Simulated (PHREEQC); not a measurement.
PHREEQC input (ion-association model, phreeqc.dat):

```
SOLUTION_SPECIES
  SO4-2 + 9 H+ + 8 e- = HS- + 4 H2O  # shut off: sulfate is not reduced
    -log_k -100
    -delta_h 0
    -analytic -100
SOLUTION 1
  temp 25
  units mol/kgw
  pH 7 charge
  S(6) 0.028
  Na 0.056
END
SELECTED_OUTPUT 1
  -reset false
  -pH true
  -pe true
  -ionic_strength true
  -water true
  -totals Na S S(-2) S(6) Hdg Ntg
  -molalities H+ Na+ SO4-2 OH- HSO4- S-2 HS- H2S NaOH NaSO4-
USER_PUNCH 1
  -headings p_Hdg(g) phi_Hdg(g) p_Ntg(g) phi_Ntg(g) p_H2O(g) phi_H2O(g) density
  10 PUNCH PR_P("Hdg(g)"), PR_PHI("Hdg(g)"), PR_P("Ntg(g)"), PR_PHI("Ntg(g)"), PR_P("H2O(g)"), PR_PHI("H2O(g)"), RHO
PRINT
  -reset false
USE solution 1
REACTION_TEMPERATURE 1
  10
GAS_PHASE 1
  -fixed_pressure
  -pressure 200
  -temperature 10
  -volume 20
  Hdg(g) 104
  Ntg(g) 96
  H2O(g) 0
END
# ... the last block is repeated for the other 8 points of T (°C)
```

Selected output (columns that matter, 9 of 9 rows; T (°C) added in front):

```
T (°C)	pH	mu	Na	S	Hdg	Ntg	m_H+	p_Hdg(g)	phi_Hdg(g)	p_Ntg(g)	phi_Ntg(g)	p_H2O(g)	phi_H2O(g)	density
10	7.3188	0.079132	0.056022	0.028011	0.076328	0.060299	5.7171e-08	103.98	1.0832	95.994	0.96515	0.026617	0.53588	1.0108
20	7.1544	0.078785	0.056038	0.028019	0.071193	0.051993	8.3671e-08	103.97	1.0813	95.986	0.97907	0.047423	0.56641	1.0089
30	7.0109	0.078493	0.056062	0.028031	0.067804	0.046198	1.1671e-07	103.95	1.0796	95.972	0.99133	0.081213	0.59492	1.0061
40	6.8869	0.078254	0.056099	0.02805	0.065755	0.042161	1.5569e-07	103.92	1.0779	95.949	1.0021	0.13417	0.62142	1.0025
50	6.781	0.07807	0.056154	0.028077	0.064776	0.039404	1.9929e-07	103.87	1.0764	95.912	1.0117	0.21454	0.64591	0.9983
60	6.6919	0.077944	0.056231	0.028116	0.064688	0.037618	2.4547e-07	103.81	1.0749	95.857	1.0201	0.33299	0.66842	0.9935
70	6.6184	0.077885	0.05634	0.02817	0.065372	0.036602	2.9178e-07	103.72	1.0734	95.777	1.0276	0.50298	0.68895	0.98816
80	6.5593	0.077903	0.056488	0.028244	0.06675	0.036222	3.3562e-07	103.59	1.072	95.664	1.0343	0.74111	0.70749	0.98234
90	6.5134	0.078009	0.056687	0.028344	0.068772	0.036393	3.7461e-07	103.42	1.0706	95.51	1.0402	1.0674	0.72404	0.97605
```

Species that the database lacks are ignored. Away from 25 °C the constants follow the database's enthalpies or fits; those with neither stay at their 25 °C values.
